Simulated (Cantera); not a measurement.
Charge: 1 mol MgO, 2.6 mol Cl2, 30 mol H2, held at 850 K.

These are equilibrium values from Cantera (NASA tables, ideal gas, pure condensed phases), not measurements of a reactor. Candidate condensed phases: H2O, Mg, MgCl2, MgO, Mg(OH)2; 22 gas species. Condensed phases not in the tables: MgOHCl. Equilibrium is a limit: real reactors are often held back by kinetics, nucleation or transport.

Problem. At 22.0 mbar, list the 4 most abundant gas species with their mole fractions, and the condensed phases.

Solution. H2 0.841, HCl 0.159, H2O 0.000354, MgCl2 6.02e-5. Condensed: MgCl2(s) + MgO(s).
